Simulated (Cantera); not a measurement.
A freely propagating, adiabatic, planar premixed flame of H₂ : O₂ : N₂ = 1 : 0.833 : 3.13 (molar parts), equivalence ratio 0.60, unburnt at 348 K and 390000 Pa; mixture-averaged transport, grid criteria slope 0.08 and curve 0.16, no radiation.

Cantera simulation using the H2/O2 subset of GRI-Mech 3.0, which has no nitrogen chemistry; the numbers are that mechanism's predictions, not measurements. The hydrogen kinetics of GRI-Mech 3.0 are dated; newer H2 mechanisms differ, most at raised pressure. Burning velocities carry a grid error of a few per cent, more on coarse grids. Lean hydrogen flames are cellular in practice and burn faster than this planar one.

Q: What does this change do: N2 3.13 to 4 parts?

A: 
| quantity | before | after |
|---|---|---|
| laminar burning velocity | 58.3 cm/s | 24.2 cm/s |
| thermal thickness | 0.104 mm | 0.180 mm |
| peak x(H) | 0.00227 | 0.000718 |
| peak x(H₂O₂) | 0.000179 | 0.000187 |
| peak x(OH) | 0.00490 | 0.00199 |
